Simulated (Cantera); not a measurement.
Gas mixture: N₂O : NO = 0.15 : 0.75 (molar parts), at 0.00490 bar, frozen composition.

Cantera's kinetic-theory transport with the Lennard-Jones parameters of GRI-Mech 3.0, ideal gas; thermal conductivity in the mixture-averaged form. The composition is frozen, though it would react at the higher temperatures.

D: mixture-averaged diffusion coefficient of that species in the mixture.

```
T (K)  ρ (kg/m³)  cp (J/kg/K)  μ (µPa s)  λ (mW/m/K)     Pr  D (cm²/s) CH₃  D (cm²/s) NO  D (cm²/s) H₂O
-----  ---------  -----------  ---------  ----------  -----  -------------  ------------  -------------
400      0.00476        992.1       22.4        31.1  0.713           73.4           [?]           76.5
550      0.00347         1038       28.2        41.1  0.712            128           [?]            139
700      0.00272         1086       33.4        50.7  0.714            193           [?]            216
850      0.00224         1128       38.1        59.8  0.717            268           [?]            306
1000     0.00191         1160       42.4        68.5  0.718            353           [?]            408
1150     0.00166         1183       46.5        76.8  0.717            446           [?]            520
1300     0.00147         1203       50.4        84.7  0.716            547           [?]            642
1450     0.00131         1219       54.2        92.2  0.716            656           [?]            773
1600     0.00119         1234       57.8        99.5  0.716            773           [?]            914
```

Problem. Some entries are withheld; supply them.

Solution. 
- 400, D (cm²/s) NO: 53.4
- 550, D (cm²/s) NO: 93.6
- 700, D (cm²/s) NO: 142
- 850, D (cm²/s) NO: 198
- 1000, D (cm²/s) NO: 260
- 1150, D (cm²/s) NO: 329
- 1300, D (cm²/s) NO: 404
- 1450, D (cm²/s) NO: 485
- 1600, D (cm²/s) NO: 571
